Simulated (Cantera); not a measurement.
Feed: 1 mol Pb, 0.19 mol NH₃, 23 mol H₂, at 0.100 bar.

Equilibrium computed with Cantera from the NASA thermochemical tables; the gas is ideal and each condensed phase is pure. Candidate condensed phases: Pb; 11 gas species. The numbers say what is thermodynamically allowed, not how fast it happens.

### Question
Which condensed phases are stable at each of these points (T (°C)): 675, 750, 825, 900, 975, 1050, 1125, 1200, 1275, 1350, 1425, 1500, 1575?

### Answer
```tsv
T (°C)	condensed phases	Pb condensed (%)
675	Pb(l)	99.9
750	Pb(l)	99.4
825	Pb(l)	97.3
900	Pb(l)	90.1
975	Pb(l)	69.2
1050	Pb(l)	14.8
1125	gas only	0.0
1200	gas only	0.0
1275	gas only	0.0
1350	gas only	0.0
1425	gas only	0.0
1500	gas only	0.0
1575	gas only	0.0
```

From 675 °C to 1050 °C the condensed part is Pb(l). From 1125 °C to 1575 °C nothing is condensed.
